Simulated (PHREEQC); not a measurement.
Reverse-osmosis permeate: an equilibrium model

A made-up water analysis in mg/L, 20 °C, pH 5.63, pe -0.8:

```
constituent             mg/L
------------------  --------
Na                     0.686
K                      0.256
Ca                      1.27
Mg                     0.247
Cl                       2.3
S(6) as SO4             2.36
Alkalinity as HCO3     0.418
Li                   0.00776
Sr                   0.00133
Fe(2)                0.00566
B                    0.00307
F                   0.000246
Mn(2)                  0.132
```

Valence states are taken as typed.

All values are PHREEQC results (ion-association model, wateq4f.dat), not measurements.

This is a speciation only: nothing precipitates in the calculation.

Problem. Estimate the charge-balance error.

Solution. charge-balance error 2.1 %.

Problem. In which forms is C present?

Solution. CO2 85 %, HCO3- 15 % of the C.

Species that the database lacks are ignored. Real BF4- forms and hydrolyses slowly; the run takes it at equilibrium. Fluoro complexes past AlF4- and FeF3 are missing from the database.
